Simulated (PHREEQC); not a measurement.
**Geothermal or formation water**

Synthetic water in mg/kgw, 90 °C, pH 6.62: Na 1670; K 5.83; Ca 176; Mg 9.97; Cl 2820; S(6) as SO4 159; Alkalinity as HCO3 1.9; Sr 2.11.

Cl is adjusted to close the charge balance.
Valence states are taken as typed.

The numbers come from PHREEQC with the Pitzer model, pitzer.dat.

Precipitation was switched off in this run.

Question: Predict the specific conductance.

Answer: specific conductance 24100 µS/cm.

Question: In which forms is C present?

Answer: HCO3- 69 %, CO2 31 % of the C.

Species that the database lacks are ignored. Away from 25 °C the constants follow the database's enthalpies or fits; those with neither stay at their 25 °C values.
